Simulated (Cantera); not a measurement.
A freely propagating, adiabatic, planar premixed flame of 29.6 % H2, 14.8 % O2, 55.6 % N2, equivalence ratio 1.0, unburnt at 623 K and 0.237 atm; multicomponent+Soret transport, grid criteria slope 0.08 and curve 0.16, no radiation.

Detailed kinetics in Cantera: the H2/O2 subset of GRI-Mech 3.0, which has no nitrogen chemistry. Burning velocities carry a grid error of a few per cent, more on coarse grids.

Predict: laminar burning velocity; thermal thickness; peak x(HO2); peak x(H2O2); peak x(O); peak x(OH).


```json
{
  "laminar_burning_velocity": "651 cm/s",
  "thermal_thickness": "3.01 mm",
  "peak x(HO2)": "8.02e-5",
  "peak x(H2O2)": "1.68e-6",
  "peak x(O)": "0.0160",
  "peak x(OH)": "0.0197"
}
```
